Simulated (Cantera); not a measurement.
Input: 1 mol Cu₂O, 6.1 mol C, 0.29 mol H₂, at 190000 Pa.

Equilibrium computed with Cantera from the NASA thermochemical tables; the gas is ideal and each condensed phase is pure. Candidate condensed phases: C, C₆H₆, C₇H₈, C₈H₁₈, Cu, CuO, Cu(OH)₂, Cu₂O, H₂O; 113 gas species. Rates play no part.

Task: At 1598 K, list the 7 most abundant gas species with their mole fractions, and the condensed phases.

Result: CO 0.775, H₂ 0.224, CO₂ 0.000337, H₂O 0.000292, CH₄ 0.000157, Cu 2.03e-5, H 1.83e-5. Condensed: C(graphite) + Cu(l).
